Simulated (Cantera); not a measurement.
A closed system holds: 1 mol PbO, 17 mol H₂, 2.6 mol CO, held at 23.0 Pa.

Equilibrium computed with Cantera from the NASA thermochemical tables; the gas is ideal and each condensed phase is pure. Candidate condensed phases: C, C₆H₆, C₇H₈, C₈H₁₈, H₂O, Pb, PbO, PbO₂, Pb₃O₄; 113 gas species. Equilibrium is a limit: real reactors are often held back by kinetics, nucleation or transport. All values below are at 1073 K.

Base state: H₂ 0.784, CO 0.119, Pb 0.0485, H₂O 0.0417, CO₂ 0.00687 (mole fractions); condensed: gas only.

**Question.** What changes in the equilibrium state with this change: H₂ from 17 to 46 mol?

**Answer.** 
| species | before | after |
|---|---|---|
| H₂ | 0.784 | 0.908 |
| CO | 0.119 | 0.0513 |
| Pb | 0.0485 | 0.0202 |
| H₂O | 0.0417 | 0.0190 |
| CO₂ | 0.00687 | 0.00116 |

**Question.** What changes in the equilibrium state with this change: pressure from 23.0 Pa to 8.00 mbar?

**Answer.** 
```
species      before    after
----------  -------  -------
H₂            0.784    0.816
CO            0.119    0.124
H₂O          0.0417   0.0434
Pb           0.0485  0.00914
CO₂         0.00687  0.00716
Pb(l), mol        0    0.819
```
